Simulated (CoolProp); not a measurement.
A closed Brayton cycle with dry air: compressor inlet 325.15 K and 3.3 MPa, high pressure 11.1 MPa, turbine inlet 695 K, compressor efficiency 0.8, turbine efficiency 0.85, recuperator effectiveness 0.95 (on enthalpy, no pinch check). Each further row changes one setting.

The numbers come from the reference Helmholtz-energy equation of state, Lemmon 2000 in CoolProp. It is a pseudo-pure fit of the blend.

| case | thermal efficiency (%) | net work (kJ/kg) | compressor to turbine work | compressor exit (K) | turbine exit (K) |
|---|---|---|---|---|---|
| as stated | 3.9 | 7.12 | 0.96 | 493.4 | 527.8 |
| turbine inlet 645 K | -3.7 | -6.12 | 1.0 | 493.4 | 488.3 |
| compressor inlet 335.15 K | 0.9 | 1.63 | 0.99 | 508.2 | 527.8 |
| high pressure 9.43 MPa | 8.0 | 13.3 | 0.92 | 467.4 | 547.6 |
| recuperator effectiveness 0.5 | 3.6 | 7.12 | 0.96 | 493.4 | 527.8 |
